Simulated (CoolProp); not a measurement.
Vapour pressure (kPa) of sulfur dioxide: the reference equation beside estimates from Tc = 157.5 °C, pc = 7887 kPa, ω = 0.256.

The numbers come from the reference Helmholtz-energy equation of state, Gao 2016 in CoolProp.

| T (°C) | reference | Lee-Kesler | Soave-Redlich-Kwong | Peng-Robinson |
|---|---|---|---|---|
| -23.85 | 52.43 | 51.20 | 51.82 | 53.43 |
| -10.75 | 98.03 | 96.46 | 97.14 | 98.99 |
| 2.25 | 170.3 | 168.8 | ___ | 170.9 |
| 15.25 | ___ | 278.4 | 278.5 | 279.1 |
| 28.25 | 436.6 | 436.6 | 436.3 | ___ |
| 41.25 | 654.2 | 655.9 | 655.7 | 650.8 |
| 54.35 | 948.4 | 951.9 | 953.2 | 943.2 |
| 67.35 | 1329 | ___ | 1339 | 1323 |
| 80.35 | 1814 | 1819 | 1832 | 1808 |
| 93.35 | 2419 | 2423 | 2448 | 2416 |
| 106.45 | 3168 | 3171 | 3210 | 3171 |
| 119.45 | 4070 | 4071 | 4125 | 4083 |

Q: Some entries are withheld; supply them.

A: 
- 2.25, Soave-Redlich-Kwong: 169.3
- 15.25, reference: 279.5
- 28.25, Peng-Robinson: 434.9
- 67.35, Lee-Kesler: 1334

Absolute difference from the reference over all 12 rows, mean and median: Lee-Kesler 0.6 and 0.3 %, Soave-Redlich-Kwong 0.8 and 0.8 %, Peng-Robinson 0.5 and 0.4 %.
